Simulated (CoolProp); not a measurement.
Vapour-liquid equilibrium of R114 (1) + n-pentane (2) at 0.136 MPa; x and y are mole fractions of (1).

Values from CoolProp's multi-fluid Helmholtz-energy mixture model, Platzer 1990 and Thol 2019; pair parameters Bell 2016. This equation is an older, rougher fit; its heat capacities, sound speeds and derivatives of the liquid may be far off and weren't checked against measurements.

### Question
Give the bubble temperature and the first vapour's composition at x = 0.2, 0.35, 0.5. Is there an azeotrope?

### Answer
x = 0.2: 29.5 °C, y = 0.504; x = 0.35: 23.3 °C, y = 0.661; x = 0.5: 19.3 °C, y = 0.758. No azeotrope shows between x = 0.05 and 0.95.

The pair parameters rest on a limited set of measurements; away from them the model extrapolates.
